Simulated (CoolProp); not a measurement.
Vapour-liquid equilibrium of p-xylene (1) + n-decane (2) at 739 kPa; x and y are mole fractions of (1).

Computed with CoolProp (multi-fluid Helmholtz-energy mixture model, Zhou 2012 and Lemmon 2006; pair parameters Bell 2016).

### Question
Give the bubble temperature and the first vapour's composition at x = 0.05, 0.25, 0.75. Is there an azeotrope?

### Answer
x = 0.05: 270.1 °C, y = 0.077; x = 0.25: 260.4 °C, y = 0.352; x = 0.75: 240.3 °C, y = 0.835. No azeotrope shows between x = 0.05 and 0.95.

Pair parameters are fitted to limited data, so mixtures are less certain than the pure fluids.
